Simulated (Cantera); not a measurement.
A Cantera script and what it prints.

```python
import numpy as np
import cantera as ct

gas_names = """
    Cu CuF CuF2 Cu2 F F2 H HF H2 H2F2 H3F3 H4F4 H5F5 H6F6 H7F7
""".split()
cond_names = """
    Cu(cr) Cu(L) CuF2(s) CuF2(L)
""".split()


# ... load() reads the species with a 1 bar reference pressure and builds the phases ...
atoms = {
    'CuF2': {'Cu': 1, 'F': 2},
    'HF': {'H': 1, 'F': 1},
    'H2': {'H': 2},
}
top_T = {}  # K; cautious upper limits of use, not melting points


# ... equilibrate(T, P, feed) seeds the gas with the atoms and calls Mixture.equilibrate('TP', solver="vcs", rtol=1e-11, max_steps=5000) ...
results = []
T = 1998.15  # K
P = 1.6  # Pa
for m in [0.15, 0.2, 0.28, 0.39, 0.54, 0.75, 1, 1.4, 2, 2.8, 3.8, 5.3, 7.4]:
    feed = {'CuF2': 1, 'HF': 0.32, 'H2': m}  # mol
    mix = equilibrate(T, P, feed)
    results.append((T, P, feed, dict(zip(mix.species_names, mix.species_moles))))

top = {s: max(r[3][s] / sum(r[3][g] for g in gas_names) for r in results) for s in gas_names}
cols = sorted((s for s in top if top[s] > 0.0001), key=lambda s: -top[s])[:8]
seen = [c for c in cond_names if any(r[3].get(c, 0) > 1e-12 for r in results)]
print("log10 of partial pressures in bar; condensed amounts in mol")
print(f"{'n(H2)':>10s}" + "".join(f"{s[:9]:>10s}" for s in cols + seen))
for T, P, feed, n in results:
    ng = sum(n[g] for g in gas_names)
    print(f"{feed['H2']:10.4g}" + "".join(f"{np.log10(max(n[s] / ng * P / 1e5, 1e-99)):10.3f}" for s in cols)
          + "".join(f"{n.get(c, 0):10.4g}" for c in seen))
```

It prints:

```
log10 of partial pressures in bar; condensed amounts in mol
     n(H2)        HF        H2         F       CuF        Cu         H      CuF2
      0.15    -5.413   -12.735    -5.229    -5.329    -5.812    -9.162    -8.228
       0.2    -5.351   -12.527    -5.271    -5.343    -5.784    -9.058    -8.284
      0.28    -5.270   -12.217    -5.345    -5.370    -5.737    -8.903    -8.385
      0.39    -5.183   -11.810    -5.461    -5.417    -5.669    -8.699    -8.549
      0.54    -5.095   -11.250    -5.654    -5.514    -5.572    -8.419    -8.837
      0.75    -5.013   -10.338    -6.027    -5.759    -5.444    -7.963    -9.456
         1    -4.961    -7.877    -7.206    -6.826    -5.332    -6.733   -11.702
       1.4    -5.023    -6.050    -8.181    -7.858    -5.389    -5.819   -13.710
         2    -5.100    -5.651    -8.458    -8.212    -5.466    -5.620   -14.340
       2.8    -5.183    -5.447    -8.644    -8.480    -5.549    -5.518   -14.794
       3.8    -5.268    -5.322    -8.791    -8.712    -5.633    -5.455   -15.172
       5.3    -5.369    -5.225    -8.941    -8.963    -5.735    -5.407   -15.574
       7.4    -5.480    -5.154    -9.087    -9.220    -5.846    -5.371   -15.977
```

Method: chemical equilibrium by Gibbs-energy minimisation in Cantera with the NASA 1993 tables (ideal gas, pure condensed phases).
